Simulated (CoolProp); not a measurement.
Saturation properties of propylene.

The numbers come from the reference Helmholtz-energy equation of state, Lemmon 2013 in CoolProp.

```
T (K)  p (kPa)  vapour density (kg/m³)  liquid conductivity (mW/(m K))
-----  -------  ----------------------  ------------------------------
176.7    5.358                  0.1541                             165
193.2    17.52                  0.4636                             159
209.7    46.35                   1.142                             152
226.2    104.4                   2.426                             145
242.7    208.0                   4.613                             138
259.2    376.0                   8.069                             130
275.7    629.8                   13.27                             122
292.2    992.3                   20.87                             114
308.7     1488                   31.90                             106
325.2     2145                   48.20                            97.0
341.8     3001                   74.23                            87.8
358.3     4090                   127.4                            79.8
```

It boils at 225.5 K under 1 atm.

Thermal conductivity comes from a separate model (Huber 2003), an estimate that may be off by 10 % or more.
